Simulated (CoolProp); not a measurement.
R365MFC along the isobar 36.1 bar: density (kg/m³) from the reference equation and from simpler models built on Tc = 186.9 °C, pc = 32.66 bar, ω = 0.377; each cubic takes its own stable root.

The numbers come from the reference Helmholtz-energy equation of state, Lemmon 2016 in CoolProp.

```json
[
 {"T (°C)": "136.85", "phase": "liquid", "reference": "984.2", "van der Waals": "617.1", "Soave-Redlich-Kwong": "877.7", "Peng-Robinson": "991.5"},
 {"T (°C)": "141.95", "phase": "liquid", "reference": "966.1", "van der Waals": "606.7", "Soave-Redlich-Kwong": "856.7", "Peng-Robinson": "967.2"},
 {"T (°C)": "147.05", "phase": "liquid", "reference": "947.0", "van der Waals": "595.8", "Soave-Redlich-Kwong": "834.4", "Peng-Robinson": "941.4"},
 {"T (°C)": "152.15", "phase": "liquid", "reference": "926.6", "van der Waals": "584.2", "Soave-Redlich-Kwong": "810.5", "Peng-Robinson": "913.6"},
 {"T (°C)": "157.25", "phase": "liquid", "reference": "904.7", "van der Waals": "571.8", "Soave-Redlich-Kwong": "784.8", "Peng-Robinson": "883.6"},
 {"T (°C)": "162.35", "phase": "liquid", "reference": "880.8", "van der Waals": "558.5", "Soave-Redlich-Kwong": "756.8", "Peng-Robinson": "850.8"},
 {"T (°C)": "167.45", "phase": "liquid", "reference": "854.4", "van der Waals": "543.9", "Soave-Redlich-Kwong": "725.9", "Peng-Robinson": "814.5"},
 {"T (°C)": "172.55", "phase": "liquid", "reference": "824.4", "van der Waals": "527.7", "Soave-Redlich-Kwong": "691.1", "Peng-Robinson": "773.6"},
 {"T (°C)": "177.65", "phase": "liquid", "reference": "789.1", "van der Waals": "509.3", "Soave-Redlich-Kwong": "650.8", "Peng-Robinson": "726.0"},
 {"T (°C)": "182.75", "phase": "liquid", "reference": "744.7", "van der Waals": "487.7", "Soave-Redlich-Kwong": "601.5", "Peng-Robinson": "667.6"},
 {"T (°C)": "187.85", "phase": "supercritical", "reference": "679.0", "van der Waals": "460.9", "Soave-Redlich-Kwong": "534.0", "Peng-Robinson": "587.3"},
 {"T (°C)": "192.95", "phase": "supercritical", "reference": "449.9", "van der Waals": "423.5", "Soave-Redlich-Kwong": "402.1", "Peng-Robinson": "429.8"},
 {"T (°C)": "198.05", "phase": "supercritical", "reference": "296.4", "van der Waals": "354.4", "Soave-Redlich-Kwong": "291.8", "Peng-Robinson": "310.0"},
 {"T (°C)": "203.15", "phase": "supercritical", "reference": "259.3", "van der Waals": "284.1", "Soave-Redlich-Kwong": "255.6", "Peng-Robinson": "270.4"},
 {"T (°C)": "208.25", "phase": "supercritical", "reference": "237.9", "van der Waals": "254.4", "Soave-Redlich-Kwong": "234.2", "Peng-Robinson": "246.9"},
 {"T (°C)": "213.25", "phase": "supercritical", "reference": "223.1", "van der Waals": "236.5", "Soave-Redlich-Kwong": "219.1", "Peng-Robinson": "230.5"}
]
```
